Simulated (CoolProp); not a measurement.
Vapour-liquid equilibrium of ethanol (1) + hexamethyldisiloxane (MM) (2) at 0.823 MPa; x and y are mole fractions of (1).

Values from CoolProp's multi-fluid Helmholtz-energy mixture model, Schroeder 2014 and Thol 2016; pair parameters Bell 2016.

| x | bubble temperature, mixture model (K) | bubble temperature, Raoult's law (K) | y, mixture model | y, Raoult's law |
|---|---|---|---|---|
| 0.05 | 455.6 | 461.1 | 0.175 | 0.142 |
| 0.125 | 443.7 | 454.0 | 0.356 | 0.306 |
| 0.2 | 436.0 | 448.2 | 0.469 | 0.432 |
| 0.275 | 430.9 | 443.3 | 0.545 | 0.532 |
| 0.35 | 427.3 | 439.0 | 0.601 | 0.614 |
| 0.425 | 424.6 | 435.3 | 0.646 | 0.684 |
| 0.5 | 422.6 | 432.0 | 0.685 | 0.743 |
| 0.575 | 421.0 | 429.0 | 0.722 | 0.795 |
| 0.65 | 419.6 | 426.3 | 0.759 | 0.840 |
| 0.725 | 418.5 | 423.9 | 0.799 | 0.881 |
| 0.8 | 417.7 | 421.6 | 0.843 | 0.918 |
| 0.875 | 417.0 | 419.5 | 0.895 | 0.951 |
| 0.95 | 416.5 | 417.5 | 0.955 | 0.981 |

The largest gap from Raoult's law is -12.4 K in bubble temperature, at x = 0.275. No azeotrope shows between x = 0.05 and 0.95.

Pair parameters are fitted to limited data, so mixtures are less certain than the pure fluids.
